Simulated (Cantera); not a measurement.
An isothermal plug-flow reactor at 750 K and 0.276 atm (inlet), inlet velocity 4.1 m/s, active area per volume 130 1/m; feed H2 : O2 : N2 = 0.0044 : 0.08 : 0.79 (molar parts).

Model: Deutschmann's 1995 Pt surface mechanism with GRI-Mech 3.0 gas chemistry, integrated in Cantera. Catalytic surfaces can have several steady states; this one follows from the mechanism file's or the stated starting coverage. Mass transfer to the wall is taken as infinitely fast.

Task: What does this change do: inlet velocity 4.1 to 18 m/s?

Result: 
```
quantity                  before    after
----------------------  --------  -------
x(H2) at z = 0.036 m    0.000638  0.00252
x(O2) at z = 0.036 m      0.0895   0.0903
x(H2O) at z = 0.036 m    0.00441  0.00252
θ(free Pt) at the exit    0.0392   0.0639
θ(O*) at the exit          0.960    0.935
```

Task: What does this change do: area per volume 130 to 49 1/m?

Result: 
| quantity | before | after |
|---|---|---|
| x(H2) at z = 0.036 m | 0.000638 | 0.00182 |
| x(O2) at z = 0.036 m | 0.0895 | 0.0900 |
| x(H2O) at z = 0.036 m | 0.00441 | 0.00322 |
| θ(free Pt) at the exit | 0.0392 | 0.0536 |
| θ(O*) at the exit | 0.960 | 0.945 |

Task: What does this change do: pressure from 0.276 atm to 0.651 atm?

Result: 
```csv
quantity,before,after
x(H2) at z = 0.036 m,0.000638,0.000796
x(O2) at z = 0.036 m,0.0895,0.0896
x(H2O) at z = 0.036 m,0.00441,0.00425
θ(free Pt) at the exit,0.0392,0.0315
θ(O*) at the exit,0.960,0.967
```
